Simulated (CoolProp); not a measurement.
A closed Brayton cycle with dry air: compressor inlet 330.15 K and 7.6 MPa, high pressure 17.8 MPa, turbine inlet 885 K, compressor efficiency 0.89, turbine efficiency 0.93, recuperator effectiveness 0.9 (on enthalpy, no pinch check). Each further row changes one setting.

Model: reference Helmholtz-energy equation of state, Lemmon 2000, in CoolProp. It is a pseudo-pure fit of the blend.

| case | thermal efficiency (%) | net work (kJ/kg) | compressor to turbine work | compressor exit (K) | turbine exit (K) |
|---|---|---|---|---|---|
| as stated | 36.5 | 81.9 | 0.56 | 433.6 | 720.4 |
| turbine inlet 835 K | 34.1 | 71.3 | 0.60 | 433.6 | 678.2 |
| compressor inlet 340.15 K | 35.3 | 78.4 | 0.58 | 446.5 | 720.4 |
| high pressure 15.1 MPa | 36.4 | 71.3 | 0.54 | 411.6 | 749.9 |
| recuperator effectiveness 0.5 | 23.6 | 81.9 | 0.56 | 433.6 | 720.4 |
